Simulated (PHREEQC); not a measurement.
Make-up at 80 °C: 0.012 mol/kgw NaH2PO4, 0.012 mol/kgw Na2SO4 and 0.29 mol/kgw NaCl. Closed to the air; pH follows from the charge balance.

Computed with PHREEQC (ion-association model, phreeqc.dat).

Each row changes one thing in this solution. Precipitation was switched off in this run.

```
case                            pH  SO4-2 (mol/kgw)  NaSO4- (mol/kgw)  HPO4-2 (mol/kgw)  H3PO4 (mol/kgw)  HSO4- (mol/kgw)  SI of Halite (NaCl)
----------------------------  ----  ---------------  ----------------  ----------------  ---------------  ---------------  -------------------
as made                       4.54          0.00821           0.00376          0.000107          5.56e-5          2.78e-5                -2.98
temperature from 80 to 50 °C  4.53          0.00837           0.00362           8.45e-5          4.47e-5          1.39e-5                -2.94
temperature from 80 to 65 °C  4.53          0.00828           0.00370           9.46e-5          5.04e-5          1.95e-5                -2.96
temperature from 80 to 85 °C  4.55          0.00819           0.00377          0.000111          5.72e-5          3.14e-5                -2.99
0.25 mol/kgw HCl added        0.77         0.000695          0.000265          8.22e-10           0.0115           0.0110                -2.74
```

Species that the database lacks are ignored. Away from 25 °C the constants follow the database's enthalpies or fits; those with neither stay at their 25 °C values.
